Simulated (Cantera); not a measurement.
What does this Cantera script print?

```python
import numpy as np
import cantera as ct

gas = ct.Solution("gri30.yaml")
gas.TPX = 1525, 160, {'CH4': 1, 'N2': 110}
inlet = ct.Reservoir(gas, clone=True)

reactor = ct.IdealGasConstPressureReactor(gas, energy="off", clone=False)
exhaust = ct.Reservoir(gas, clone=True)
tau = [17, 7.2, 3, 1.2, 0.51, 0.21, 0.087, 0.036, 0.015, 0.0062][0]
for a, b in ((inlet, reactor), (reactor, exhaust)):
    ct.MassFlowController(a, b, mdot=lambda t: reactor.mass / tau)
net = ct.ReactorNet([reactor])
show = ['CH4', 'HCN', 'H', 'C2H', 'CH2', 'C2H4', 'CH3']

rows = []
print(f"{'tau/s':>10s}{'T/K':>9s}" + "".join(f"{s:>11s}" for s in show))
for tau in [17, 7.2, 3, 1.2, 0.51, 0.21, 0.087, 0.036, 0.015, 0.0062]:
    net.initial_time = 0.0
    net.advance(30 * tau)
    before = gas.X
    net.advance(40 * tau)
    drift = np.max(np.abs(gas.X - before) / (gas.X + 1e-9))
    rows.append([gas.T, *gas[show].X, drift])
    print(f"{tau:10.3e}{gas.T:9.1f}" + "".join(f"{x:11.3e}" for x in gas[show].X))
```

Output:

```
     tau/s      T/K        CH4        HCN          H        C2H        CH2       C2H4        CH3
 1.700e+01   1525.0  6.895e-03  4.882e-08  2.638e-06  1.701e-09  4.999e-08  1.446e-04  1.015e-04
 7.200e+00   1525.0  8.343e-03  3.285e-09  7.207e-07  3.744e-10  2.881e-08  9.594e-05  8.449e-05
 3.000e+00   1525.0  8.896e-03  8.053e-11  1.268e-07  3.773e-11  8.432e-09  1.926e-05  4.493e-05
 1.200e+00   1525.0  8.986e-03  3.521e-12  3.993e-08  2.529e-12  1.601e-09  1.778e-06  1.863e-05
 5.100e-01   1525.0  9.001e-03  4.029e-13  2.825e-08  9.975e-14  3.205e-10  1.566e-07  7.937e-06
 2.100e-01   1525.0  9.006e-03  4.599e-14  2.598e-08  1.666e-15  6.268e-11  1.155e-08  3.257e-06
 8.700e-02   1525.0  9.008e-03  5.869e-15  2.509e-08  2.116e-17  1.345e-11  8.231e-10  1.336e-06
 3.600e-02   1525.0  9.008e-03  8.862e-16  2.379e-08  2.354e-19  3.063e-12  5.572e-11  5.393e-07
 1.500e-02   1525.0  9.009e-03  1.409e-16  2.127e-08  2.356e-21  6.649e-13  3.587e-12  2.134e-07
 6.200e-03   1525.0  9.009e-03  2.129e-17  1.692e-08  1.798e-23  1.126e-13  2.012e-13  8.007e-08
```

Cantera simulation using GRI-Mech 3.0 (53 species, 325 reactions); the numbers are that mechanism's predictions, not measurements. GRI-Mech 3.0 stops at C3 and has no aromatics, soot or wall deposition, so with more carbon than oxygen in the feed, carbon stays in small species such as C2H2 where larger ones or solid carbon would form. Radical loss at walls, strong at low pressure, is not modelled.
